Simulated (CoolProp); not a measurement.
Saturation properties of propylene glycol.

Model: reference Helmholtz-energy equation of state, Eisenbach 2021, in CoolProp.

```tsv
T (°C)	p (MPa)	vapour density (kg/m³)
164.15	?	0.9767
171.05	0.05852	1.222
178.05	0.07379	1.521
184.95	0.09196	1.872
191.85	0.1137	2.288
198.75	0.1395	2.776
205.75	0.1704	3.356
212.65	?	4.021
219.55	0.2478	?
226.45	0.2961	5.677
233.35	0.3517	6.693
240.35	0.4164	7.873
247.25	0.4894	9.199
254.15	0.5722	10.70
261.05	?	12.41
```

Q: Fill in the missing entries.

A: 
- 164.15, p (MPa): 0.04614
- 212.65, p (MPa): 0.2062
- 219.55, vapour density (kg/m³): 4.791
- 261.05, p (MPa): 0.6660

It boils at 188.1 °C under 1 atm.
